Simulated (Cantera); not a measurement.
An adiabatic, constant-pressure homogeneous reactor starts with 11.8 % CH₄, 0.379 % H₂, 17.0 % O₂, 64.0 % N₂, 6.74 % CO₂, equivalence ratio 1.4, at 1450 K and 1.01 bar.

Cantera simulation using GRI-Mech 3.0 (53 species, 325 reactions); the numbers are that mechanism's predictions, not measurements.

Q: Predict: time of steepest temperature rise; temperature at 0.100 s; equilibrium temperature; x(H₂) at 0.100 s; x(O₂) at 0.100 s; x(NO₂) at 0.100 s; x(H₂O) at 0.100 s.

A: 
| Quantity | Result |
|---|---|
| time of steepest temperature rise | 2.16 ms |
| temperature at 0.100 s | 2621 K |
| equilibrium temperature | 2621 K |
| x(H₂) at 0.100 s | 0.0368 (gas-phase equilibrium 0.0368) |
| x(O₂) at 0.100 s | 0.00251 (gas-phase equilibrium 0.00251) |
| x(NO₂) at 0.100 s | 2.31e-7 (gas-phase equilibrium 2.31e-7) |
| x(H₂O) at 0.100 s | 0.177 (gas-phase equilibrium 0.177) |
